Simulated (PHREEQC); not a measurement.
1 kg of water meets 20 L of dry gas (N2 0.84, O2 0.16 by moles) at fixed total pressure, at 10 °C; fugacities by Peng-Robinson. The gases take part in no redox reaction, some water evaporates into the gas, and hydrates or a liquid gas phase aren't modelled. No solid was allowed to form.

Model: ion-association model, phreeqc.dat, run in PHREEQC.

| P (atm) | dissolved N2 (mol/kgw) | φ of N2 | p of N2 (atm) | dissolved O2 (mol/kgw) | φ of O2 | p of O2 (atm) |
|---|---|---|---|---|---|---|
| 2 | 0.00142 | 0.999 | 1.67 | 0.000543 | 0.998 | 0.318 |
| 5 | 0.00354 | 0.997 | 4.19 | 0.00135 | 0.994 | 0.797 |
| 10 | 0.00702 | 0.994 | 8.39 | 0.00268 | 0.989 | 1.60 |
| 20 | 0.0138 | 0.988 | 16.8 | 0.00523 | 0.978 | 3.20 |
| 30 | 0.0203 | 0.983 | 25.2 | 0.00767 | 0.968 | 4.79 |
| 40 | 0.0267 | 0.978 | 33.6 | 0.0100 | 0.958 | 6.39 |
| 50 | 0.0328 | 0.974 | 42.0 | 0.0122 | 0.948 | 7.99 |
| 75 | 0.0472 | 0.965 | 63.0 | 0.0174 | 0.926 | 12.0 |
| 100 | 0.0605 | 0.958 | 84.0 | 0.0220 | 0.907 | 16.0 |
| 150 | 0.0846 | 0.951 | 126 | 0.0299 | 0.876 | 24.0 |
| 200 | 0.106 | 0.952 | 168 | 0.0366 | 0.853 | 32.0 |

Complexes and solids missing from the database can't appear. At this temperature some constants are extrapolated from 25 °C, and those without enthalpy data are left unchanged.
